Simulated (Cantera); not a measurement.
Pyrogenic steam for wet oxidation

A perfectly stirred reactor is fed with H2 : O2 : N2 = 0.3 : 1 : 6.5 (molar parts), equivalence ratio 0.15, at 0.240 bar; it is held at 1023 K, and followed from long to short residence time.

Cantera simulation using the H2/O2 subset of GRI-Mech 3.0, which has no nitrogen chemistry; the numbers are that mechanism's predictions, not measurements. The temperature is held fixed by assumption; the heat of reaction is taken as removed at once.

```csv
τ (s),x H2,x O2,x O,x HO2,x H2O2
22,3.19e-5,0.111,3.74e-6,8.67e-7,1.03e-7
5.2,8.34e-5,0.111,1.02e-5,1.91e-6,1.99e-7
1.2,0.000210,0.111,2.74e-5,3.79e-6,3.58e-7
0.30,0.000474,0.111,6.59e-5,6.45e-6,5.50e-7
0.072,0.00104,0.111,0.000154,9.95e-6,7.67e-7
0.017,0.00223,0.112,0.000345,1.37e-5,9.98e-7
0.0041,0.00463,0.113,0.000720,1.67e-5,1.21e-6
0.00099,0.00952,0.115,0.00135,1.84e-5,1.30e-6
0.00024,0.0195,0.119,0.00181,1.83e-5,1.06e-6
```
x: mole fraction; the columns are a selection and need not sum to one.
